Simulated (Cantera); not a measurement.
Charge: 1 mol TEOS, 1.2 mol H₂O, 18 mol H₂, held at 1950 K and 5.60 Pa.

Method: chemical equilibrium by Gibbs-energy minimisation in Cantera with the NASA 1993 tables (ideal gas, pure condensed phases). Candidate condensed phases: C, C₆H₆, C₇H₈, C₈H₁₈, H₂O, Si, SiC, SiO₂; 123 gas species. The feed counts by its element totals alone. Rates play no part.

Base state: H₂ 0.712, CO 0.137, H 0.129, Si 0.0193, SiO 0.00113, SiC₂ 0.000628, Si₂C 0.000426, C₂H₂ (acetylene) 0.000389 (mole fractions); condensed: C(graphite) + SiC(s).

**Question.** What changes in the equilibrium state with this change: TEOS replaced by SiH₂Cl₂?

**Answer.** 
```tsv
species	before	after
H₂	0.712	0.735
H	0.129	0.131
HCl	0	0.0738
CO	0.137	0
SiO	0.00113	0.0419
Si	0.0193	7.03e-8
Cl	0	0.00989
H₂O	<1e-9	0.00822
SiC₂	0.000628	0
C(graphite), mol	2.58	0
SiC(s), mol	0.172	0
```
